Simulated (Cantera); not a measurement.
# Thermodynamics of halide evaporation, hydrolysis and transport, feed MgCl2 + HCl + N2

A closed system holds: 1 mol MgCl2, 0.15 mol HCl, 1.1 mol N2, held at 20.0 Pa.

Cantera equilibrium calculation (NASA polynomials, part measured and part estimated; ideal gas, pure solids and liquids). Candidate condensed phases: Mg, MgCl2, NH4Cl; 18 gas species. Rates play no part.

```tsv
T (°C)	x N2	x MgCl2	x HCl	x Cl	x H2	x Cl2	x MgCl	n MgCl2(s)
400	0.880	8.47e-7	0.120	9.93e-10	2.96e-9	2.46e-9	<1e-12	1.000
475	0.880	6.45e-5	0.120	1.87e-8	1.98e-8	1.05e-8	<1e-12	1.000
550	0.878	0.00218	0.120	1.84e-7	1.19e-7	2.73e-8	<1e-12	0.997
625	0.845	0.0401	0.115	1.12e-6	6.08e-7	4.92e-8	<1e-12	0.948
700	0.489	0.444	0.0667	3.56e-6	1.82e-6	3.85e-8	7.58e-11	0
775	0.489	0.444	0.0667	1.30e-5	6.55e-6	5.68e-8	1.32e-9	0
850	0.489	0.444	0.0666	3.99e-5	2.00e-5	7.92e-8	1.57e-8	0
```
x: gas mole fraction; n: condensed amount in mol.

From 400 °C to 625 °C the condensed part is MgCl2(s). From 700 °C to 850 °C nothing is condensed. The main Mg-bearing gas is MgCl2 throughout.
